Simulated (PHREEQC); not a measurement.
Acid rinse or clean: an equilibrium model

A solution holds 0.0013 mol/kgw HBr and 0.00025 mol/kgw FeCl3, at 25 °C. Closed to the air; pH follows from the charge balance.

Computed with PHREEQC (ion-association model, phreeqc.dat).

```json
{
  "pH": "2.84",
  "ionic_strength": "0.00237 mol/kgw",
  "total_alkalinity": "-1.80 meq/kg"
}
```

| species | molality | activity | log γ |
|---|---|---|---|
| H+ | 0.00153 | 0.00146 | -0.022 |
| Br- | 0.00130 | 0.00123 | -0.024 |
| Cl- | 0.000749 | 0.000710 | -0.023 |
| FeOH+2 | 0.000167 | 0.000135 | -0.092 |
| Fe+3 | 4.78e-5 | 3.05e-5 | -0.195 |
| Fe(OH)2+ | 3.23e-5 | 3.06e-5 | -0.023 |
| Fe2(OH)2+4 | 1.16e-6 | 4.90e-7 | -0.373 |
| FeCl+2 | 8.08e-7 | 6.54e-7 | -0.092 |
| Fe3(OH)4+5 | 1.20e-8 | 3.14e-9 | -0.583 |
| Fe(OH)3 | 2.70e-9 | 2.70e-9 | 0.000 |
| FeCl2+ | 2.19e-9 | 2.07e-9 | -0.023 |

Precipitation was switched off in this run. The solution is supersaturated, for example in Hematite (slow to form), Goethite (slow to form), so a real one may precipitate; this is no full list. Complexes and solids missing from the database can't appear.
